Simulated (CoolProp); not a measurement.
The fluid at 148.53 K and 0.524 MPa is throttled through a valve to 0.31 MPa with no heat exchange. The same conditions are run with several fluids, on thermodynamics alone (safety and materials aside).

Computed with CoolProp (reference Helmholtz-energy equation of state of each fluid (fluoroethane (R161): Wu 2012; ethane: Bücker 2006; propane: Lemmon 2009; CH2F2 (R32): Tillner-Roth 1997; CH3F (R41): Lemmon 2006)).

Q: Rank fluoroethane (R161), ethane, propane, CH2F2 (R32), CH3F (R41) by final density (kg/m³), highest first.

A: CH2F2 (R32) (1400), CH3F (R41) (972), fluoroethane (R161) (933), propane (669), ethane (587)
